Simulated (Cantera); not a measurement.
Input: 1 mol Pb, 0.9 mol CO, 0.53 mol H₂, at 650 °C and 2.10 bar.

Cantera equilibrium calculation (NASA polynomials, part measured and part estimated; ideal gas, pure solids and liquids). Candidate condensed phases: C, C₆H₆, C₇H₈, C₈H₁₈, H₂O, Pb, PbO, PbO₂, Pb₃O₄; 113 gas species. Equilibrium is a limit: real reactors are often held back by kinetics, nucleation or transport.

Base state: H₂ 0.287, CO₂ 0.277, CO 0.204, H₂O 0.191, CH₄ 0.0404 (mole fractions); condensed: C(graphite) + Pb(l).

Question: What changes in the equilibrium state with this change: Pb replaced by Fe(CO)₅?

Answer: 
| species | before | after |
|---|---|---|
| CO₂ | 0.277 | 0.554 |
| CO | 0.204 | 0.289 |
| H₂ | 0.287 | 0.0790 |
| H₂O | 0.191 | 0.0741 |
| CH₄ | 0.0404 | 0.00305 |
| C(graphite), mol | 0.405 | 3.08 |
| Pb(l), mol | 1.000 | 0 |
| FeO(s), mol | 0 | 1.00 |
The tables' stoichiometric FeO is somewhat more stable than real wüstite, so its field is too wide. FeO: taken at fixed stoichiometry. Further candidate phases: Fe, Fe(CO)₅, FeO, Fe(OH)₂, Fe(OH)₃, Fe₂O₃, Fe₃O₄.

Question: What changes in the equilibrium state with this change: temperature from 650 °C to 550 °C?

Answer: 
```json
[
 {"species": "CO₂", "before": "0.277", "after": "0.362"},
 {"species": "H₂O", "before": "0.191", "after": "0.317"},
 {"species": "H₂", "before": "0.287", "after": "0.190"},
 {"species": "CO", "before": "0.204", "after": "0.0601"},
 {"species": "CH₄", "before": "0.0404", "after": "0.0707"},
 {"species": "C(graphite), mol", "before": "0.405", "after": "0.497"},
 {"species": "Pb(l), mol", "before": "1.000", "after": "1.00"}
]
```
